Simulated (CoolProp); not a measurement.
Vapour-liquid equilibrium of nitrogen (1) + methane (2) at -172.25 °C; x and y are mole fractions of (1).

The numbers come from the multi-fluid Helmholtz-energy mixture model, Span 2000 and Setzmann 1991; pair parameters Kunz 2012 in CoolProp.

Task: Give the bubble pressure and the first vapour's composition at x = 0.05, 0.2, 0.95. Is there an azeotrope?

Result: x = 0.05: 1.102 bar, y = 0.660; x = 0.2: 2.778 bar, y = 0.874; x = 0.95: 7.846 bar, y = 0.993. No azeotrope shows between x = 0.05 and 0.95.

The pair parameters rest on a limited set of measurements; away from them the model extrapolates. The gap from Raoult's law changes sign with composition, which may be real or a fault of the pair parameters; it wasn't checked against measurements.
